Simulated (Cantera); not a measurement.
# Si + N2O + N2 (thermal oxidation and active oxidation of silicon)

Charge: 1 mol Si, a varied amount of N2O, 510 mol N2, held at 2100 K and 1 atm.

Cantera equilibrium calculation (NASA polynomials, part measured and part estimated; ideal gas, pure solids and liquids). Candidate condensed phases: Si, SiO2, Si2N2O, Si3N4; 16 gas species. The tables' values for SiN are old estimates; treat these amounts as uncertain. The tables hold silica as quartz up to 1696 K and as liquid above; real silica turns to tridymite and cristobalite and melts near 1996 K. The numbers say what is thermodynamically allowed, not how fast it happens.

```
n(N2O) (mol)  log p N2  log p SiO  log p O2  log p NO  log p Si  log p O  log p SiN  log p Si2N  n Si3N4(s)  n SiO2(l)
------------  --------  ---------  --------  --------  --------  -------  ---------  ----------  ----------  ---------
0.26              0.01      -3.29      <-11    -11.23     -4.04     <-11      -4.72       -4.81       0.223          0
0.66              0.01      -2.88      <-11    -10.82     -4.04     <-11      -4.72       -4.81      0.0892          0
1.1               0.00      -2.75     -7.95     -5.59     -9.14    -6.83      -9.82        <-11           0     0.0979
1.5               0.01      -3.00     -7.45     -5.33     -9.65    -6.58     -10.33        <-11           0      0.497
1.9               0.01      -3.65     -6.14     -4.68    -10.95    -5.93     -11.63        <-11           0      0.887
2.3               0.01      -4.81     -3.83     -3.53      <-11    -4.77       <-11        <-11           0      0.991
2.7               0.01      -5.04     -3.37     -3.29      <-11    -4.54       <-11        <-11           0      0.995
3.1               0.01      -5.16     -3.13     -3.18      <-11    -4.42       <-11        <-11           0      0.996
3.5               0.00      -5.24     -2.98     -3.10      <-11    -4.34       <-11        <-11           0      0.996
3.9               0.00      -5.30     -2.86     -3.04      <-11    -4.29       <-11        <-11           0      0.997
```
log p: log10 of the partial pressure in bar; n: condensed amount in mol.

From 0.26 mol N2O to 0.66 mol N2O the condensed part is Si3N4(s). From 1.1 mol N2O to 3.9 mol N2O the condensed part is SiO2(l). The main Si-bearing gas is SiO throughout. The share of Si in condensed phases is highest at 3.9 mol N2O (99.7 %) and lowest at 1.1 mol N2O (9.8 %).
